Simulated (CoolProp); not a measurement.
R1234ze(Z) along the isotherm 310.5 K: fugacity coefficient from the reference equation and from simpler models built on Tc = 423.3 K, pc = 35.31 bar, ω = 0.327; each cubic takes its own stable root.

The numbers come from the reference Helmholtz-energy equation of state, Akasaka 2019 in CoolProp.

| p (bar) | phase | reference | Redlich-Kwong | Soave-Redlich-Kwong |
|---|---|---|---|---|
| 21.2 | liquid | 0.1230 | 0.2076 | ___ |
| 42.5 | liquid | 0.06635 | 0.1146 | ___ |
| 63.8 | liquid | 0.04777 | 0.08429 | 0.05160 |
| 85 | liquid | 0.03872 | 0.06976 | ___ |
| 106 | liquid | 0.03349 | ___ | 0.03741 |
| 128 | liquid | 0.03001 | 0.05630 | 0.03410 |
| 149 | liquid | 0.02779 | 0.05312 | 0.03208 |
| 170 | liquid | 0.02624 | 0.05110 | 0.03077 |
| 191 | liquid | 0.02515 | 0.04988 | 0.02996 |
| 212 | liquid | 0.02440 | 0.04925 | 0.02951 |
| 234 | liquid | 0.02387 | 0.04908 | 0.02934 |
| 255 | liquid | 0.02357 | 0.04930 | ___ |
| 276 | liquid | 0.02343 | 0.04983 | 0.02966 |
| 298 | liquid | 0.02341 | 0.05068 | 0.03011 |
| 319 | liquid | 0.02351 | 0.05174 | 0.03068 |
| 340 | liquid | 0.02371 | 0.05304 | 0.03140 |

**Question.** Complete the blanks.

**Answer.** 
- 21.2, Soave-Redlich-Kwong: 0.1283
- 42.5, Soave-Redlich-Kwong: 0.07043
- 85, Soave-Redlich-Kwong: 0.04255
- 106, Redlich-Kwong: 0.06156
- 255, Soave-Redlich-Kwong: 0.02941
